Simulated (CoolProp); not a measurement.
Vapour-liquid equilibrium of CHF3 (R23) (1) + R134a (2) at -96.95 °C; x and y are mole fractions of (1).

Model: multi-fluid Helmholtz-energy mixture model, Penoncello 2003 and Tillner-Roth 1994; pair parameters Bell 2016, in CoolProp.

```
x      bubble pressure (MPa)  y at the bubble point  dew pressure at overall composition x (MPa)  liquid density (mol/L)
-----  ---------------------  ---------------------  -------------------------------------------  ----------------------
0.05                0.002651                  0.723                                    0.0008102                   15.67
0.125               0.005430                  0.875                                    0.0008782                   16.04
0.2                 0.008188                  0.924                                    0.0009586                   16.42
0.275                0.01095                  0.948                                     0.001055                   16.82
0.35                 0.01374                  0.963                                     0.001174                   17.23
0.425                0.01657                  0.973                                     0.001322                   17.65
0.5                  0.01944                  0.980                                     0.001513                   18.09
0.575                0.02235                  0.985                                     0.001768                   18.55
0.65                 0.02530                  0.989                                     0.002127                   19.02
0.725                0.02828                  0.992                                     0.002669                   19.51
0.8                  0.03127                  0.995                                     0.003581                   20.01
0.875                0.03427                  0.997                                     0.005437                   20.54
0.95                 0.03725                  0.999                                      0.01126                   21.07
```

No azeotrope shows between x = 0.05 and 0.95.

The pair parameters rest on a limited set of measurements; away from them the model extrapolates.
